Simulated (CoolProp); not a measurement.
Vapour-liquid equilibrium of R125 (1) + isobutane (2) at 0.626 MPa; x and y are mole fractions of (1).

Values from CoolProp's multi-fluid Helmholtz-energy mixture model, Lemmon 2005 and Bücker 2006; pair parameters Bell 2016.

```tsv
x	bubble temperature (K)	y at the bubble point	dew temperature at overall composition x (K)	liquid density (mol/L)
0.05	307.4	0.274	317.5	9.260
0.15	291.4	0.562	313.1	9.626
0.25	282.9	0.685	308.5	9.842
0.35	278.3	0.746	303.6	9.985
0.45	275.7	0.781	298.2	10.10
0.55	274.0	0.805	292.2	10.20
0.65	272.9	0.827	285.5	10.33
0.75	272.0	0.851	278.0	10.49
0.85	271.2	0.887	272.0	10.69
0.95	270.8	0.950	270.8	10.94
```

y crosses x between x = 0.85 and 0.95: the model has an azeotrope there.

The pair parameters rest on a limited set of measurements; away from them the model extrapolates. With so large a gap from Raoult's law the liquid may split in two, which this calculation doesn't test in full.
